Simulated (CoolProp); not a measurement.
Vapour-liquid equilibrium of R13 (1) + isobutane (2) at -87.35 °C; x and y are mole fractions of (1).

Model: multi-fluid Helmholtz-energy mixture model, Platzer 1990 and Bücker 2006; pair parameters Bell 2016, in CoolProp. This equation is an older, rougher fit; its heat capacities, sound speeds and derivatives of the liquid may be far off and weren't checked against measurements.

**Question.** Give the bubble pressure and the first vapour's composition at x = 0.05, 0.35, 0.65. Is there an azeotrope?

**Answer.** x = 0.05: 9.647 kPa, y = 0.877; x = 0.35: 40.15 kPa, y = 0.977; x = 0.65: 54.51 kPa, y = 0.987. No azeotrope shows between x = 0.05 and 0.95.

The pair parameters rest on a limited set of measurements; away from them the model extrapolates. With so large a gap from Raoult's law the liquid may split in two, which this calculation doesn't test in full.
